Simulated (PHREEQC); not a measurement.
PHREEQC input (ion-association model, wateq4f.dat):

```
SOLUTION_MASTER_SPECIES
  An  An-  0  An  62.0  # stands for a non-complexing anion
SOLUTION_SPECIES
  An- = An-
    -log_k 0
    -gamma 3.0 0
PHASES
  Fix_H+
    H+ = H+
    -log_k 0
SOLUTION 1
  temp 25
  units mmol/kgw
  pH 7 charge
  Na 100
  An 100
END
SELECTED_OUTPUT 1
  -reset false
  -pH true
  -pe true
  -ionic_strength true
  -water true
  -totals Na
  -molalities Hfo_wOH Hfo_wOH2+ Hfo_wO- Hfo_sOH Hfo_sOH2+ Hfo_sO-
USER_PUNCH 1
  -headings sigma psi
  10 PUNCH EDL("sigma", "Hfo"), EDL("psi", "Hfo")
PRINT
  -reset false
USE solution 1
SURFACE 1
  Hfo_wOH 0.000382022 600 0.17
  Hfo_sOH 9.55056e-06
EQUILIBRIUM_PHASES 1
  Fix_H+ -3 HAn 10
    -force_equality true
  O2(g) -0.68 10
END
# ... the last block is repeated for the other 12 points of pH, with NaOH or the acid as the point needs
```

Selected output (columns that matter, 13 of 13 rows; pH added in front):

```
pH	mu	Na	m_Hfo_wOH	m_Hfo_wOH2+	m_Hfo_wO-	m_Hfo_sOH	m_Hfo_sOH2+	m_Hfo_sO-	sigma	psi
3	0.1014	0.1	7.3092e-06	0.00037471	3.2662e-09	1.8273e-07	9.3677e-06	8.1655e-11	0.36334	0.15263
3.5	0.10057	0.1	2.0867e-05	0.00036113	2.7622e-08	5.2167e-07	9.0282e-06	6.9055e-10	0.35015	0.15095
4	0.10029	0.1	5.0922e-05	0.00033092	1.7951e-07	1.273e-06	8.273e-06	4.4877e-09	0.32071	0.14654
4.5	0.10018	0.1	9.938e-05	0.00028184	8.0279e-07	2.4845e-06	7.046e-06	2.007e-08	0.27251	0.13827
5	0.10013	0.1	0.00015573	0.00022381	2.4825e-06	3.8933e-06	5.5952e-06	6.2062e-08	0.21461	0.12615
5.5	0.10009	0.1	0.00020672	0.00016952	5.775e-06	5.1681e-06	4.2381e-06	1.4438e-07	0.15878	0.11099
6	0.10006	0.1	0.00024525	0.00012582	1.0951e-05	6.1313e-06	3.1455e-06	2.7379e-07	0.11138	0.093458
6.5	0.10004	0.1	0.0002703	9.3896e-05	1.7826e-05	6.7575e-06	2.3474e-06	4.4564e-07	0.073763	0.073898
7	0.10002	0.1	0.00028433	7.1954e-05	2.5739e-05	7.1082e-06	1.7988e-06	6.4347e-07	0.044813	0.052458
7.5	0.10001	0.1	0.00029096	5.7092e-05	3.397e-05	7.274e-06	1.4273e-06	8.4925e-07	0.02242	0.029416
8	0.1	0.1	0.00029318	4.6416e-05	4.2424e-05	7.3296e-06	1.1604e-06	1.0606e-06	0.0038712	0.0053519
8.5	0.10001	0.10002	0.00029236	3.7632e-05	5.2032e-05	7.3089e-06	9.408e-07	1.3008e-06	-0.013964	-0.018909
9	0.10003	0.10005	0.00028795	2.9348e-05	6.4723e-05	7.1988e-06	7.337e-07	1.6181e-06	-0.034302	-0.042489
```

Species that the database lacks are ignored. The oxide is taken as insoluble; below pH 4 it would dissolve.
